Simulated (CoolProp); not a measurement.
Vapour-liquid equilibrium of CH2F2 (R32) (1) + R123 (2) at 322 kPa; x and y are mole fractions of (1).

Computed with CoolProp (multi-fluid Helmholtz-energy mixture model, Tillner-Roth 1997 and Younglove 1994; pair parameters Bell 2016).

| x | bubble temperature (°C) | y at the bubble point | dew temperature at overall composition x (°C) | liquid density (mol/L) |
|---|---|---|---|---|
| 0.05 | 45.4 | 0.429 | 62.3 | 9.462 |
| 0.2 | 11.0 | 0.851 | 56.3 | 10.97 |
| 0.35 | -4.2 | 0.934 | 49.5 | 12.36 |
| 0.5 | -12.1 | 0.962 | 41.4 | 13.88 |
| 0.65 | -17.1 | 0.976 | 31.4 | 15.66 |
| 0.8 | -21.0 | 0.986 | 17.5 | 17.86 |
| 0.95 | -24.7 | 0.996 | -8.5 | 20.73 |

No azeotrope shows between x = 0.05 and 0.95.

Pair parameters are fitted to limited data, so mixtures are less certain than the pure fluids.
